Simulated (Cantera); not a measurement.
Feed: 1 mol Si₃H₈, 0.029 mol Cl₂, 3.8 mol N₂, at 1525 K and 10.0 mbar.

Cantera equilibrium calculation (NASA polynomials, part measured and part estimated; ideal gas, pure solids and liquids). Candidate condensed phases: NH₄Cl, Si, Si₃N₄; 28 gas species. The feed counts by its element totals alone. Equilibrium is a limit: real reactors are often held back by kinetics, nucleation or transport.

Base state: H₂ 0.681, N₂ 0.309, HCl 0.00987, H 0.000195, SiCl₂ 3.99e-5 (mole fractions); condensed: Si₃N₄(s).

Q: What changes in the equilibrium state with this change: Si₃H₈ replaced by SiH₄?

A: 
```tsv
species	before	after
N₂	0.309	0.607
H₂	0.681	0.382
HCl	0.00987	0.0111
SiCl₂	3.99e-5	5.76e-5
H	0.000195	0.000146
Si₃N₄(s), mol	1.000	0.333
```

Q: What changes in the equilibrium state with this change: Cl₂ from 0.029 to 0.01 mol?

A: 
```tsv
species	before	after
H₂	0.681	0.687
N₂	0.309	0.310
HCl	0.00987	0.00343
SiCl₂	3.99e-5	4.78e-6
H	0.000195	0.000196
Si₃N₄(s), mol	1.000	1.000
```
